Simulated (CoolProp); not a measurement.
Vapour pressure (MPa) of hydrogen chloride: the reference equation beside estimates from Tc = 324.7 K, pc = 8.314 MPa, ω = 0.130.

Values from CoolProp's reference Helmholtz-energy equation of state, Thol 2018.

```csv
T (K),reference,Lee-Kesler,van der Waals,Redlich-Kwong,Soave-Redlich-Kwong,Peng-Robinson
179,0.05845,0.05441,0.4352,0.06600,0.05468,0.05702
183.6,0.07761,0.07297,0.5085,0.08882,0.07327,0.07592
188.1,0.1009,0.09575,0.5882,0.1167,0.09605,0.09896
192.7,0.1301,0.1246,0.6780,0.1517,0.1248,0.1279
197.3,0.1657,0.1598,0.7769,0.1943,0.1600,0.1632
201.8,0.2074,0.2015,0.8826,0.2442,0.2016,0.2048
206.4,0.2580,0.2523,1.000,0.3047,0.2523,0.2553
210.9,0.3163,0.3111,1.125,0.3740,0.3110,0.3136
215.5,0.3859,0.3815,1.263,0.4563,0.3812,0.3833
220,0.4647,0.4615,1.409,0.5490,0.4612,0.4624
224.6,0.5573,0.5557,1.568,0.6573,0.5555,0.5556
229.1,0.6608,0.6612,1.736,0.7774,0.6611,0.6599
```

Absolute difference from the reference over all 12 rows, mean and median: Lee-Kesler 2.9 and 2.5 %, van der Waals 343.0 and 306.6 %, Redlich-Kwong 16.9 and 17.7 %, Soave-Redlich-Kwong 2.8 and 2.5 %, Peng-Robinson 1.2 and 1.2 %.
